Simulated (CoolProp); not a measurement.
Aqueous sodium chloride as a coolant, at 10 °C, 1 atm.

Model: Melinder's fits for secondary coolants, in CoolProp.

```json
[
 {"mass %": "5.3", "freezing point (°C)": "-3.2", "viscosity (mPa s)": "1.41", "density (kg/m³)": "1039", "Prandtl number": "9.57", "cp (kJ/(kg K))": "3.905"},
 {"mass %": "6.7", "freezing point (°C)": "-4.2", "viscosity (mPa s)": "1.45", "density (kg/m³)": "1049", "Prandtl number": "9.66", "cp (kJ/(kg K))": "3.841"},
 {"mass %": "8.2", "freezing point (°C)": "-5.2", "viscosity (mPa s)": "1.49", "density (kg/m³)": "1060", "Prandtl number": "9.79", "cp (kJ/(kg K))": "3.777"},
 {"mass %": "9.6", "freezing point (°C)": "-6.2", "viscosity (mPa s)": "1.53", "density (kg/m³)": "1071", "Prandtl number": "9.94", "cp (kJ/(kg K))": "3.722"},
 {"mass %": "11", "freezing point (°C)": "___", "viscosity (mPa s)": "1.57", "density (kg/m³)": "1082", "Prandtl number": "10.1", "cp (kJ/(kg K))": "3.670"},
 {"mass %": "12.5", "freezing point (°C)": "-8.6", "viscosity (mPa s)": "1.63", "density (kg/m³)": "1093", "Prandtl number": "10.3", "cp (kJ/(kg K))": "3.618"},
 {"mass %": "13.9", "freezing point (°C)": "-9.9", "viscosity (mPa s)": "1.68", "density (kg/m³)": "1104", "Prandtl number": "10.6", "cp (kJ/(kg K))": "3.572"},
 {"mass %": "15.4", "freezing point (°C)": "-11.3", "viscosity (mPa s)": "___", "density (kg/m³)": "___", "Prandtl number": "10.8", "cp (kJ/(kg K))": "3.526"},
 {"mass %": "16.8", "freezing point (°C)": "___", "viscosity (mPa s)": "1.81", "density (kg/m³)": "1127", "Prandtl number": "11.1", "cp (kJ/(kg K))": "3.485"},
 {"mass %": "18.3", "freezing point (°C)": "-14.4", "viscosity (mPa s)": "1.89", "density (kg/m³)": "1139", "Prandtl number": "11.5", "cp (kJ/(kg K))": "3.444"}
]
```

**Question.** Complete the blanks.

**Answer.** 
- 11, freezing point (°C): -7.3
- 15.4, viscosity (mPa s): 1.75
- 15.4, density (kg/m³): 1116
- 16.8, freezing point (°C): -12.7
